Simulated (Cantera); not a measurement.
Input: 1 mol c-C₄F₈, a varied amount of HCl, held at 1198.15 K and 0.270 bar.

Equilibrium computed with Cantera from the NASA thermochemical tables; the gas is ideal and each condensed phase is pure. Candidate condensed phases: C, C₆H₆, C₇H₈, C₈H₁₈; 118 gas species. The feed counts by its element totals alone. Gases not in the tables: C₂F₆ and larger saturated fluorocarbons. Rates play no part.

Q: At 0.027 mol HCl, list the 5 most abundant gas species with their mole fractions, and the condensed phases.

A: CF₄ 0.978, HF 0.0120, CClF₃ 0.00589, Cl₂ 0.00277, HCl 0.00133. Condensed: C(graphite).
